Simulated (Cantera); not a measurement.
An adiabatic, constant-volume homogeneous reactor starts with CO : H2 : CH4 : O2 : N2 : CO2 = 1 : 0.05 : 0.045 : 0.28 : 1.05 : 0.28 (molar parts), at 1298 K and 1300000 Pa.

Model: GRI-Mech 3.0 (53 species, 325 reactions), integrated in Cantera. The pressure lies above the range GRI-Mech 3.0 was tuned for (to about 10 atm).

Question: Predict: time of steepest temperature rise; temperature at 0.200 s; equilibrium temperature; x(CO) at 0.200 s; x(H2) at 0.200 s; x(OH) at 0.200 s; x(H) at 0.200 s; x(H2O2) at 0.200 s; x(O) at 0.200 s.

Answer: 
- time of steepest temperature rise: 48.2 µs
- temperature at 0.200 s: 2821 K
- equilibrium temperature: 2821 K
- x(CO) at 0.200 s: 0.264 (gas-phase equilibrium 0.264)
- x(H2) at 0.200 s: 0.00672 (gas-phase equilibrium 0.00672)
- x(OH) at 0.200 s: 0.00280 (gas-phase equilibrium 0.00280)
- x(H) at 0.200 s: 0.00141 (gas-phase equilibrium 0.00141)
- x(H2O2) at 0.200 s: 9.97e-8 (gas-phase equilibrium 9.97e-8)
- x(O) at 0.200 s: 0.000369 (gas-phase equilibrium 0.000369)
